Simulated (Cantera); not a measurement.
## Stirred combustor or abatement burner

A perfectly stirred reactor is fed with H₂ : O₂ : N₂ = 1 : 0.893 : 3.36 (molar parts), at 10.0 bar; it is adiabatic with a 400 K inlet, and is followed from long to short residence time, starting on the burning branch (τ in s: 0.046, 0.024, 0.013, 0.0068, 0.0036, 0.0019, 0.001, 0.00053, 0.00028, 0.00015, 7.8e-05, 4.1e-05, 2.2e-05).

Computed with Cantera and GRI-Mech 3.0 (53 species, 325 reactions). The hydrogen kinetics of GRI-Mech 3.0 are dated; newer H2 mechanisms differ, most at raised pressure.

```
τ (s)    T (K)      x H₂    x O₂     x HO₂       x H    x N₂O
-------  -----  --------  ------  --------  --------  -------
0.046     1850   4.74e-5  0.0825   2.44e-6   1.50e-6  6.51e-7
0.024     1849   6.86e-5  0.0825   2.90e-6   2.16e-6  7.69e-7
0.013     1848  0.000101  0.0825   3.65e-6   3.32e-6  9.44e-7
0.0068    1847  0.000154  0.0825   4.97e-6   5.57e-6  1.21e-6
0.0036    1846  0.000235  0.0824   7.07e-6   9.67e-6  1.56e-6
0.0019    1844  0.000361  0.0824   1.04e-5   1.73e-5  1.96e-6
0.0010    1841  0.000556  0.0824   1.57e-5   3.14e-5  2.34e-6
0.00053   1837  0.000850  0.0824   2.36e-5   5.71e-5  2.59e-6
0.00028   1832   0.00130  0.0825   3.56e-5  0.000105  2.65e-6
0.00015   1824   0.00197  0.0826   5.28e-5  0.000189  2.52e-6
7.8e-5    1811   0.00305  0.0828   7.90e-5  0.000350  2.25e-6
4.1e-5    1793   0.00467  0.0832  0.000116  0.000632  1.92e-6
2.2e-5    1767   0.00711  0.0840  0.000164   0.00110  1.58e-6
```
x: mole fraction; the columns are a selection and need not sum to one.
